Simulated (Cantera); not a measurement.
A Cantera script and its output.

```python
import numpy as np
import cantera as ct

gas = ct.Solution("h2o2.yaml")
gas.TPX = 1000, 1800, {'H2': 0.065, 'O2': 1}
reactor = ct.IdealGasConstPressureReactor(gas, energy="off", clone=False)
net = ct.ReactorNet([reactor])
net.rtol, net.atol = 1e-08, 1e-18
show = ['H2', 'O2', 'OH', 'O', 'H', 'HO2']
times = np.geomspace(3e-05, 1, 10)

steps = ct.SolutionArray(gas, extra=["t"])
rows = []
print(f"{'t/s':>10s}{'T/K':>9s}{'P/Pa':>11s}" + "".join(f"{s:>11s}" for s in show))
for t in times:
    while net.time < t:
        t_next = net.step()
        steps.append(gas.state, t=t_next)
    rows.append([np.interp(t, steps.t, y) for y in (steps.T, steps.P, *steps(*show).X.T)])
    print(f"{t:10.3e}{rows[-1][0]:9.1f}{rows[-1][1]:11.4g}" + "".join(f"{x:11.3e}" for x in rows[-1][2:]))
rate = np.gradient(steps.T, steps.t)
print("integrator steps:", len(steps.t))
if steps.T.max() > steps.T[0] + 200:
    print(f"time of steepest temperature rise: {steps.t[rate.argmax()]:.4e} s")
gas.TPX = 1000, 1800, {'H2': 0.065, 'O2': 1}
gas.equilibrate("TP")
print(f"equilibrium (TP): T = {gas.T:.1f} K  " + "  ".join(f"{s} {gas[s].X[0]:.3e}" for s in show))
```

Result:

```
       t/s      T/K       P/Pa         H2         O2         OH          O          H        HO2
 3.000e-05   1000.0       1800  6.103e-02  9.390e-01  2.669e-12  2.986e-12  1.997e-11  2.258e-11
 9.543e-05   1000.0       1800  6.103e-02  9.390e-01  1.880e-11  2.572e-11  5.708e-11  7.216e-11
 3.035e-04   1000.0       1800  6.103e-02  9.390e-01  1.245e-10  2.337e-10  2.294e-10  2.334e-10
 9.655e-04   1000.0       1800  6.103e-02  9.390e-01  3.290e-09  7.090e-09  5.269e-09  9.307e-10
 3.071e-03   1000.0       1800  6.081e-02  9.388e-01  4.302e-05  9.313e-05  6.884e-05  2.293e-06
 9.769e-03   1000.0       1800  1.236e-03  9.201e-01  1.665e-03  1.383e-02  6.161e-03  1.021e-05
 3.107e-02   1000.0       1800  1.630e-04  9.345e-01  5.253e-04  2.220e-03  3.052e-04  5.585e-06
 9.884e-02   1000.0       1800  1.557e-05  9.367e-01  1.584e-04  2.225e-04  9.189e-06  1.675e-06
 3.144e-01   1000.0       1800  1.510e-06  9.370e-01  5.332e-05  2.466e-05  3.423e-07  3.395e-07
 1.000e+00   1000.0       1800  1.880e-07  9.370e-01  2.091e-05  3.744e-06  2.036e-08  6.623e-08
integrator steps: 1454
equilibrium (TP): T = 1000.0 K  H2 4.264e-11  O2 9.370e-01  OH 3.631e-07  O 1.142e-09  H 1.112e-13  HO2 8.308e-10
```

Model: the H2/O2 subset of GRI-Mech 3.0, which has no nitrogen chemistry, integrated in Cantera. Radical loss at walls, strong at low pressure, is not modelled. The temperature is held fixed by assumption; the heat of reaction is taken as removed at once.
